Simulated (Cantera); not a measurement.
**Adiabatic ignition**

An adiabatic, constant-volume homogeneous reactor starts with 11.4 % C₂H₄, 17.1 % O₂, 64.4 % N₂, 7.08 % H₂O, equivalence ratio 2.0, at 973 K and 2.80 bar.

Cantera simulation using GRI-Mech 3.0 (53 species, 325 reactions); the numbers are that mechanism's predictions, not measurements. GRI-Mech 3.0 was tuned for natural gas; its chemistry of ethylene as a main component is partial and can be far from experiment. Below about 1000 K GRI-Mech 3.0 lacks low-temperature oxidation paths.

| t (s) | T (K) | P (bar) | x C₂H₄ | x O₂ | x H₂O | x H₂O₂ | x H₂ |
|---|---|---|---|---|---|---|---|
| 1.00e-6 | 973 | 2.80 | 0.114 | 0.171 | 0.0708 | <1e-12 | <1e-12 |
| 2.68e-6 | 973 | 2.80 | 0.114 | 0.171 | 0.0708 | <1e-12 | 1.31e-12 |
| 7.20e-6 | 973 | 2.80 | 0.114 | 0.171 | 0.0708 | <1e-12 | 3.51e-12 |
| 1.93e-5 | 973 | 2.80 | 0.114 | 0.171 | 0.0708 | <1e-12 | 9.41e-12 |
| 5.18e-5 | 973 | 2.80 | 0.114 | 0.171 | 0.0708 | <1e-12 | 2.53e-11 |
| 0.000139 | 973 | 2.80 | 0.114 | 0.171 | 0.0708 | <1e-12 | 6.78e-11 |
| 0.000373 | 973 | 2.80 | 0.114 | 0.171 | 0.0708 | <1e-12 | 1.82e-10 |
| 0.00100 | 973 | 2.80 | 0.114 | 0.171 | 0.0708 | <1e-12 | 4.88e-10 |
| 0.00268 | 973 | 2.80 | 0.114 | 0.171 | 0.0708 | <1e-12 | 1.31e-9 |
| 0.00720 | 973 | 2.80 | 0.114 | 0.171 | 0.0708 | 1.80e-12 | 3.52e-9 |
| 0.0193 | 973 | 2.80 | 0.114 | 0.171 | 0.0708 | 1.18e-11 | 9.49e-9 |
| 0.0518 | 973 | 2.80 | 0.114 | 0.171 | 0.0708 | 1.90e-10 | 2.60e-8 |
| 0.139 | 2674 | 9.05 | <1e-12 | 2.14e-5 | 0.129 | 1.79e-8 | 0.122 |
| 0.373 | 2674 | 9.05 | <1e-12 | 2.14e-5 | 0.129 | 1.79e-8 | 0.122 |
| 1.00 | 2674 | 9.05 | <1e-12 | 2.14e-5 | 0.129 | 1.79e-8 | 0.122 |
x: mole fraction; the columns are a selection and need not sum to one.

```yaml
time_of_steepest_temperature_rise: 0.101 s
temperature at 1.00 s: 2674 K
equilibrium_temperature: 2674 K
x(C₂H₄) at 1.00 s: <1e-12 (gas-phase equilibrium <1e-12)
x(O₂) at 1.00 s: 2.14e-5 (gas-phase equilibrium 2.14e-5)
x(H₂O) at 1.00 s: 0.129 (gas-phase equilibrium 0.129)
```
